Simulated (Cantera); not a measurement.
Charge: 1 mol PbO, 0.56 mol H₂, 35 mol N₂, equilibrated at 1348.15 K and 27.0 Pa.

Method: chemical equilibrium by Gibbs-energy minimisation in Cantera with the NASA 1993 tables (ideal gas, pure condensed phases). Candidate condensed phases: H₂O, Pb, PbO, PbO₂, Pb₃O₄; 27 gas species. Kinetics and transport are ignored.

Base state: N₂ 0.956, Pb 0.0189, H₂O 0.0153, PbO 0.00836, O₂ 0.00180, NO 5.46e-5, OH 1.67e-5 (mole fractions); condensed: gas only.

Q: What changes in the equilibrium state with this change: H₂ from 0.56 to 0.057 mol?

A: 
```
species   before     after
-------  -------  --------
N₂         0.956     0.964
Pb        0.0189    0.0149
PbO      0.00836    0.0126
H₂O       0.0153   0.00157
O₂       0.00180   0.00662
OH       1.67e-5   7.40e-6
NO       5.46e-5  0.000105
```
